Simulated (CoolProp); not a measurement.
Aqueous lithium chloride as a coolant, at -3 °C, 1 atm.

Values from CoolProp's Melinder's fits for secondary coolants.

```tsv
mass %	freezing point (°C)	Prandtl number	conductivity (W/(m K))	viscosity (mPa s)	density (kg/m³)
4.6	-4.6	16.1	0.547	2.23	1028
6.1	-6.5	16.5	0.545	2.33	1037
7.6	-8.5	17.0	0.542	2.45	___
9.1	-10.7	___	0.540	2.58	1055
10.6	-13.3	18.2	0.537	___	1063
12.1	-16.3	18.8	0.535	2.87	1072
13.6	-19.9	19.6	0.532	3.04	1081
15.1	-24.2	___	0.529	3.22	1091
16.6	-29.4	21.2	0.526	3.41	1100
18.1	-35.3	22.2	___	3.63	1109
```

Q: Some entries are withheld; supply them.

A: 
- 7.6, density (kg/m³): 1046
- 9.1, Prandtl number: 17.6
- 10.6, viscosity (mPa s): 2.72
- 15.1, Prandtl number: 20.4
- 18.1, conductivity (W/(m K)): 0.524
